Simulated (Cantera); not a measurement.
Charge: 1 mol TiCl4, 2.3 mol C3H8, at 0.0133 bar.

Cantera equilibrium calculation (NASA polynomials, part measured and part estimated; ideal gas, pure solids and liquids). Candidate condensed phases: C, C6H6, C7H8, C8H18, Ti, TiC, TiCl2, TiCl3, TiCl4; 96 gas species. TiC: taken at fixed stoichiometry. The numbers say what is thermodynamically allowed, not how fast it happens. All values below are at 975 °C.

Base state: H2 0.674, HCl 0.312, TiCl4 0.00719, TiCl3 0.00689, CH4 6.76e-5 (mole fractions); condensed: C(graphite) + TiC(s).

Task: What changes in the equilibrium state with this change: pressure from 0.0133 bar to 0.120 bar?

Result: 
| species | before | after |
|---|---|---|
| H2 | 0.674 | 0.719 |
| HCl | 0.312 | 0.248 |
| TiCl4 | 0.00719 | 0.0228 |
| CH4 | 6.76e-5 | 0.000692 |
| TiCl3 | 0.00689 | 0.00945 |
| C(graphite), mol | 6.06 | 6.24 |
| TiC(s), mol | 0.844 | 0.649 |

Task: What changes in the equilibrium state with this change: C3H8 from 2.3 to 0.98 mol?

Result: 
```csv
species,before,after
H2,0.674,0.489
HCl,0.312,0.431
TiCl4,0.00719,0.0500
TiCl3,0.00689,0.0295
CH4,6.76e-5,3.56e-5
"C(graphite), mol",6.06,2.38
"TiC(s), mol",0.844,0.558
```

Task: What changes in the equilibrium state with this change: TiCl4 replaced by Ti?

Result: 
```
species            before     after
----------------  -------  --------
H2                  0.674     1.000
CH4               6.76e-5  0.000149
HCl                 0.312         0
TiCl4             0.00719         0
TiCl3             0.00689         0
C(graphite), mol     6.06      5.90
TiC(s), mol         0.844      1.00
```
